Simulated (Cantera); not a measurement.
Input: 1 mol SiCl₄, 0.019 mol C₂H₂, 83 mol H₂, equilibrated at 0.0820 bar.

Method: chemical equilibrium by Gibbs-energy minimisation in Cantera with the NASA 1993 tables (ideal gas, pure condensed phases). Candidate condensed phases: C, C₆H₆, C₇H₈, C₈H₁₈, Si, SiC; 109 gas species. Mutual solubility and eutectic melting of coexisting phases are not modelled. The tables' values for SiCl, SiCl₃ are old estimates; treat these amounts as uncertain. Gases not in the tables: Si₂H₆ and higher silanes. Equilibrium is a limit: real reactors are often held back by kinetics, nucleation or transport.

log p: log10 of the partial pressure in bar; n: condensed amount in mol.

| T (°C) | log p H₂ | log p H | log p HCl | log p Si | log p SiCl₄ | n Si(s) | n SiC(s) | n Si(l) |
|---|---|---|---|---|---|---|---|---|
| 675 | -1.09 | -9.83 | -3.23 | <-13 | -3.26 | 0.00833 | 0.0377 | 0 |
| 825 | -1.10 | -8.16 | -2.77 | <-13 | -3.51 | 0.291 | 0.0378 | 0 |
| 975 | -1.10 | -6.88 | -2.55 | -11.11 | -4.24 | 0.529 | 0.0378 | 0 |
| 1125 | -1.10 | -5.88 | -2.52 | -9.11 | -5.34 | 0.564 | 0.0379 | 0 |
| 1275 | -1.10 | ? | -2.52 | ? | ? | 0.544 | 0.0379 | 0 |
| 1425 | -1.10 | -4.39 | -2.52 | -6.18 | -7.20 | 0 | 0.0379 | 0.524 |
| 1575 | -1.11 | -3.83 | -2.51 | -5.20 | -7.95 | 0 | 0.0377 | 0.570 |
| 1725 | -1.11 | -3.35 | -2.50 | -4.37 | -8.60 | 0 | 0.0363 | 0.557 |
| 1875 | -1.11 | -2.94 | -2.49 | -3.66 | -9.17 | 0 | 0.0236 | 0.340 |
| 2025 | -1.12 | ? | -2.48 | ? | ? | 0 | 0 | 0 |
| 2175 | -1.14 | -2.27 | -2.47 | -3.14 | -10.64 | 0 | 0 | 0 |
| 2325 | -1.17 | -2.00 | -2.50 | -3.11 | -11.51 | 0 | 0 | 0 |

Task: Fill in the missing entries.

Result: 
- 2025, log p H: -2.58
- 2025, log p Si: -3.24
- 2025, log p SiCl₄: -9.81
- 1275, log p H: -5.06
- 1275, log p Si: -7.50
- 1275, log p SiCl₄: -6.36
